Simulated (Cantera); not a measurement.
A closed system holds: 1 mol AlCl3, 1.3 mol N2O, 240 mol N2, held at 100 Torr.

Method: chemical equilibrium by Gibbs-energy minimisation in Cantera with the NASA 1993 tables (ideal gas, pure condensed phases). Candidate condensed phases: Al, AlCl3, AlN, Al2O3; 24 gas species. The numbers say what is thermodynamically allowed, not how fast it happens. All values below are at 1273 K.

Base state: N2 0.993, Cl2 0.00446, Cl 0.00177, AlCl3 0.000549 (mole fractions); condensed: Al2O3(s).

### Question
What changes in the equilibrium state with this change: pressure from 100 Torr to 6.38 Torr?

### Answer
```json
[
 {"species": "N2", "before": "0.993", "after": "0.991"},
 {"species": "Cl", "before": "0.00177", "after": "0.00540"},
 {"species": "Cl2", "before": "0.00446", "after": "0.00264"},
 {"species": "AlCl3", "before": "0.000549", "after": "0.000548"},
 {"species": "Al2O3(s), mol", "before": "0.433", "after": "0.433"}
]
```
